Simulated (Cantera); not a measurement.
A freely propagating, adiabatic, planar premixed flame of CH₃OH : O₂ : N₂ = 1 : 1.15 : 4.34 (molar parts), equivalence ratio 1.3, unburnt at 398 K and 0.450 bar; mixture-averaged transport, grid criteria slope 0.08 and curve 0.16, no radiation.

Model: GRI-Mech 3.0 (53 species, 325 reactions), integrated in Cantera. GRI-Mech 3.0 was tuned for natural gas; its chemistry of methanol as a main component is partial and can be far from experiment. Burning velocities carry a grid error of a few per cent, more on coarse grids.

Task: What does this change do: inlet temperature 398 to 700 K?

Result: 
```tsv
quantity	before	after
laminar burning velocity	88.9 cm/s	227 cm/s
thermal thickness	0.516 mm	0.435 mm
peak x(C₂H₆)	1.25e-6	9.67e-7
peak x(H₂O₂)	0.00172	0.00174
peak x(C₂H)	<1e-8	1.29e-8
```
